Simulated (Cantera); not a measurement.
A perfectly stirred reactor is fed with CH₄ : N₂ = 1 : 8.6 (molar parts), at 1.01 bar; it is held at 1800 K, and followed from long to short residence time.

Cantera simulation using GRI-Mech 3.0 (53 species, 325 reactions); the numbers are that mechanism's predictions, not measurements. GRI-Mech 3.0 stops at C3 and has no aromatics, soot or wall deposition, so with more carbon than oxygen in the feed, carbon stays in small species such as C2H2 where larger ones or solid carbon would form.

One state of this run: x CH₄ = 0.0292; x H₂ = 0.101; x C₂H = 2.61e-7; x CH₃ = 0.000515; x H = 9.05e-5. x: mole fraction; the columns are a selection and need not sum to one.

Question: Which value of τ (s) does it belong to?
(A) 0.46
(B) 0.0069
(C) 0.020
(D) 1.3

Answer: C, 0.020
